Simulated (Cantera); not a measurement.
Input: 1 mol acetone, 0.4 mol H2O, 2.9 mol H2, 0.12 mol O2, equilibrated at 810 Pa.

Method: chemical equilibrium by Gibbs-energy minimisation in Cantera with the NASA 1993 tables (ideal gas, pure condensed phases). Candidate condensed phases: C, C6H6, C7H8, C8H18, H2O; 110 gas species. The feed counts by its element totals alone. Rates play no part.

Q: At 450 °C, list the 5 most abundant gas species with their mole fractions, and the condensed phases.

A: H2 0.783, H2O 0.0801, CO 0.0617, CO2 0.0484, CH4 0.0265. Condensed: C(graphite).
